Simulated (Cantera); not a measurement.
Thermodynamics of boron, boron nitride and boron oxide, feed B2H6 + N2 + H2O

Input: 1 mol B2H6, 3.1 mol N2, 0.43 mol H2O, held at 950 °C.

These are equilibrium values from Cantera (NASA tables, ideal gas, pure condensed phases), not measurements of a reactor. Candidate condensed phases: B, BN, B2O3, B3O3H3, H2O; 39 gas species. The feed counts by its element totals alone. N2 is the only nitrogen source here; it is nearly inert below about 1500 K, so the nitride shown seldom forms there in practice. Mutual solubility and eutectic melting of coexisting phases are not modelled. Gases not in the tables: H3BO3. Rates play no part.

```
P (Pa)  log p H2  log p N2  log p H2O  log p HBO2  log p HBO  log p B2O3  log p NH3  n BN(s)  n B2O3(l)
------  --------  --------  ---------  ----------  ---------  ----------  ---------  -------  ---------
10         -4.22     -4.40      -7.74       -6.81      -7.47       -7.72     -12.30     1.72      0.135
28         -3.77     -3.96      -7.15       -6.51      -7.32       -7.72     -11.40     1.72      0.138
77         -3.33     -3.52      -6.56       -6.22      -7.17       -7.72     -10.52     1.72      0.139
220        -2.88     -3.06      -5.95       -5.92      -7.02       -7.72      -9.61     1.72      0.140
600        -2.44     -2.63      -5.37       -5.63      -6.88       -7.72      -8.74     1.72      0.140
1700       -1.99     -2.17      -4.77       -5.32      -6.73       -7.72      -7.83     1.72      0.140
4600       -1.56     -1.74      -4.19       -5.04      -6.58       -7.72      -6.97     1.72      0.140
13000      -1.11     -1.29      -3.59       -4.74      -6.43       -7.72      -6.07     1.72      0.139
36000      -0.66     -0.85      -3.00       -4.44      -6.29       -7.72      -5.18     1.72      0.138
100000     -0.22     -0.40      -2.41       -4.15      -6.14       -7.72      -4.30     1.73      0.136
```
log p: log10 of the partial pressure in bar; n: condensed amount in mol.

From 10.0 Pa to 1.00 bar the condensed part is BN(s) + B2O3(l).
